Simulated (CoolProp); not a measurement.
Ethanol along the isobar 4380 kPa: fugacity coefficient from the reference equation and from simpler models built on Tc = 514.7 K, pc = 6268 kPa, ω = 0.644; each cubic takes its own stable root.

Model: reference Helmholtz-energy equation of state, Schroeder 2014, in CoolProp.

```csv
T (K),phase,reference,Redlich-Kwong,Soave-Redlich-Kwong,Peng-Robinson
505.8,gas,0.7715,0.7568,0.7515,0.7322
520.1,gas,0.8024,0.7765,0.7795,0.7600
534.3,gas,0.8276,0.7939,0.8037,0.7841
548.6,gas,0.8488,0.8096,0.8251,0.8056
562.9,gas,0.8668,0.8238,0.8442,0.8248
577.2,gas,0.8822,0.8366,0.8613,0.8420
591.4,gas,0.8953,0.8482,0.8765,0.8574
605.7,gas,0.9067,0.8588,0.8903,0.8715
620,gas,0.9166,0.8685,0.9027,0.8842
```
